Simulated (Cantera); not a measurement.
Low-pressure radical oxidation in H2/O2

An isothermal, constant-pressure homogeneous reactor starts with H2 : O2 = 0.27 : 1 (molar parts), at 1325 K and 0.0132 atm.

Detailed kinetics in Cantera: the H2/O2 subset of GRI-Mech 3.0, which has no nitrogen chemistry. Radical loss at walls, strong at low pressure, is not modelled. The temperature is held fixed by assumption; the heat of reaction is taken as removed at once.

```
t (s)         x H2   x O2    x HO2    x H2O2       x H      x OH    x H2O
--------  --------  -----  -------  --------  --------  --------  -------
0.000100     0.213  0.787  1.31e-7  3.00e-10   2.54e-7   1.14e-7  2.80e-7
0.000293     0.213  0.787  4.11e-7   2.55e-9   2.06e-5   9.82e-6  3.40e-5
0.000858    0.0215  0.669  6.43e-6   3.52e-7    0.0709    0.0182    0.147
0.00251     0.0103  0.666  6.63e-6   2.65e-7    0.0599    0.0147    0.168
0.00737    0.00832  0.690  7.02e-6   2.95e-7    0.0401    0.0134    0.186
0.0216     0.00404  0.730  6.89e-6   3.09e-7    0.0120   0.00961    0.217
0.0632    0.000733  0.756  3.83e-6   1.86e-7  0.000871   0.00415    0.234
0.185      8.66e-5  0.761  9.28e-7   6.63e-8   3.52e-5   0.00143    0.237
0.543      1.33e-5  0.762  1.97e-7   2.18e-8   2.14e-6  0.000564    0.238
1.59       2.83e-6  0.762  6.60e-8   7.44e-9   2.10e-7  0.000261    0.238
4.66       7.78e-7  0.762  5.24e-8   2.85e-9   3.06e-8  0.000137    0.238
13.7       3.55e-7  0.762  6.28e-8   1.69e-9   9.46e-9   9.25e-5    0.238
40.0       3.19e-7  0.762  6.51e-8   1.59e-9   8.05e-9   8.77e-5    0.238
```
x: mole fraction; the columns are a selection and need not sum to one.

Equilibrium at this temperature and pressure: H2 3.19e-7, O2 0.762, HO2 6.51e-8, H2O2 1.59e-9, H 8.05e-9, OH 8.76e-5, H2O 0.238 (gas phase only).
